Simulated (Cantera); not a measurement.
A closed system holds: 1 mol SiH4, a varied amount of H2O, held at 1998 K and 750 Torr.

These are equilibrium values from Cantera (NASA tables, ideal gas, pure condensed phases), not measurements of a reactor. Candidate condensed phases: H2O, Si, SiO2; 18 gas species. The tables hold silica as quartz up to 1696 K and as liquid above; real silica turns to tridymite and cristobalite and melts near 1996 K. Gases not in the tables: Si(OH)4. The numbers say what is thermodynamically allowed, not how fast it happens.

x: gas mole fraction; n: condensed amount in mol.

```json
[
 {"n(H2O) (mol)": "2.3", "x H2": "0.927", "x H2O": "0.0706", "x H": "0.00154", "x SiO": "0.000917", "n SiO2(l)": "0.996"},
 {"n(H2O) (mol)": "4.7", "x H2": "0.596", "x H2O": "0.403", "x H": "0.00124", "x SiO": "0.000103", "n SiO2(l)": "0.999"},
 {"n(H2O) (mol)": "7.2", "x H2": "0.434", "x H2O": "0.565", "x H": "0.00106", "x SiO": "5.36e-5", "n SiO2(l)": "1.000"},
 {"n(H2O) (mol)": "9.7", "x H2": "[?]", "x H2O": "[?]", "x H": "[?]", "x SiO": "[?]", "n SiO2(l)": "1.000"},
 {"n(H2O) (mol)": "12", "x H2": "0.285", "x H2O": "0.714", "x H": "0.000857", "x SiO": "2.79e-5", "n SiO2(l)": "1.000"},
 {"n(H2O) (mol)": "15", "x H2": "0.235", "x H2O": "0.764", "x H": "0.000777", "x SiO": "2.15e-5", "n SiO2(l)": "1.000"},
 {"n(H2O) (mol)": "17", "x H2": "0.210", "x H2O": "0.789", "x H": "0.000735", "x SiO": "1.86e-5", "n SiO2(l)": "1.000"},
 {"n(H2O) (mol)": "19", "x H2": "0.190", "x H2O": "0.809", "x H": "0.000700", "x SiO": "1.64e-5", "n SiO2(l)": "1.000"},
 {"n(H2O) (mol)": "22", "x H2": "0.166", "x H2O": "0.833", "x H": "0.000654", "x SiO": "1.40e-5", "n SiO2(l)": "1.000"},
 {"n(H2O) (mol)": "24", "x H2": "0.154", "x H2O": "0.845", "x H": "0.000629", "x SiO": "[?]", "n SiO2(l)": "1.000"},
 {"n(H2O) (mol)": "27", "x H2": "0.138", "x H2O": "0.861", "x H": "0.000595", "x SiO": "1.12e-5", "n SiO2(l)": "1.000"},
 {"n(H2O) (mol)": "29", "x H2": "0.129", "x H2O": "0.870", "x H": "0.000576", "x SiO": "1.03e-5", "n SiO2(l)": "1.000"}
]
```

Question: Some entries are withheld; supply them.

Answer: 
- 9.7, x H2: 0.341
- 9.7, x H2O: 0.658
- 9.7, x H: 0.000937
- 9.7, x SiO: 3.62e-5
- 24, x SiO: 1.27e-5
